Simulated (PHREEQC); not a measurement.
Dissolve 0.031 mol H2S, 0.00016 mol NaHCO3 and 0.012 mol CdCl2 per kg of water at 85 °C. Closed to the air; pH follows from the charge balance.

All values are PHREEQC results (ion-association model, wateq4f.dat), not measurements.

No solid was allowed to form.

Problem. Order these S species by the share of S that they hold, largest first: CdHS+, H2S, Cd(HS)2.

Solution. H2S (47 %), Cd(HS)2 (29 %), CdHS+ (24 %)

The pH is 1.85 and the ionic strength 0.0240 mol/kgw. The solution is supersaturated, for example in Greenockite, so a real one may precipitate; this is no full list. Away from 25 °C the constants follow the database's enthalpies or fits; those with neither stay at their 25 °C values. The polysulfide entries of wateq4f.dat were taken out for this run.
